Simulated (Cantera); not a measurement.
A perfectly stirred reactor is fed with 16.3 % H2, 15.7 % O2, 65.8 % N2, 2.28 % H2O, equivalence ratio 0.52, at 9.87 atm; it is adiabatic with a 625 K inlet, and is followed from long to short residence time, starting on the burning branch (τ in s: 0.07, 0.026, 0.0096, 0.0035, 0.0013, 0.00048, 0.00018, 6.6e-05, 2.5e-05, 9.1e-06).

Detailed kinetics in Cantera: GRI-Mech 3.0 (53 species, 325 reactions). The hydrogen kinetics of GRI-Mech 3.0 are dated; newer H2 mechanisms differ, most at raised pressure.

One state of this run: T (K) = 1832; x H2 = 0.000217; x O2 = 0.0817; x H2O = 0.201; x NO = 6.63e-6; x NO2 = 6.31e-8; x OH = 0.00104; x H2O2 = 5.05e-7. x: mole fraction; the columns are a selection and need not sum to one.

Which value of τ (s) does it belong to?
A. 0.0035
B. 9.1e-6
C. 6.6e-5
D. 0.0013

A, 0.0035
